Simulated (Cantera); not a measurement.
Input: 1 mol Fe(CO)5, 0.02 mol O2, 3.5 mol H2, held at 1550 K and 1.40 mbar.

Cantera equilibrium calculation (NASA polynomials, part measured and part estimated; ideal gas, pure solids and liquids). Candidate condensed phases: C, C6H6, C7H8, C8H18, Fe, Fe(CO)5, FeO, Fe(OH)2, Fe(OH)3, Fe2O3, Fe3O4, H2O; 114 gas species. Kinetics and transport are ignored.

Base state: CO 0.586, H2 0.408, H2O 0.00311, CO2 0.00160, H 0.000538, Fe 0.000299 (mole fractions); condensed: Fe(γ).

Task: What changes in the equilibrium state with this change: temperature from 1550 K to 1325 K?

Result: 
```csv
species,before,after
CO,0.586,0.586
H2,0.408,0.409
H2O,0.00311,0.00266
H,0.000538,2.80e-5
CO2,0.00160,0.00205
Fe,0.000299,1.57e-6
"Fe(γ), mol",0.997,1.000
```
